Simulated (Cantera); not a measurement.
Feed: 1 mol CO, 0.0084 mol O2, 1.7 mol H2O, equilibrated at 10.0 mbar.

Cantera equilibrium calculation (NASA polynomials, part measured and part estimated; ideal gas, pure solids and liquids). Candidate condensed phases: C, C6H6, C7H8, C8H18, H2O; 110 gas species. The numbers say what is thermodynamically allowed, not how fast it happens. All values below are at 925 K.

Base state: H2O 0.364, CO2 0.272, H2 0.266, CO 0.0983 (mole fractions); condensed: gas only.

Problem. What changes in the equilibrium state with this change: CO replaced by C2H4?

Solution. 
```json
[
 {"species": "H2", "before": "0.266", "after": "0.683"},
 {"species": "CO", "before": "0.0983", "after": "0.310"},
 {"species": "H2O", "before": "0.364", "after": "0.00315"},
 {"species": "CO2", "before": "0.272", "after": "0.00289"},
 {"species": "CH4", "before": "1.71e-7", "after": "0.00106"},
 {"species": "C(graphite), mol", "before": "0", "after": "0.310"}
]
```

Problem. What changes in the equilibrium state with this change: O2 from 0.0084 to 1.7 mol?

Solution. 
| species | before | after |
|---|---|---|
| H2O | 0.364 | 0.436 |
| O2 | <1e-9 | 0.308 |
| CO2 | 0.272 | 0.256 |
| H2 | 0.266 | <1e-9 |
| CO | 0.0983 | <1e-9 |
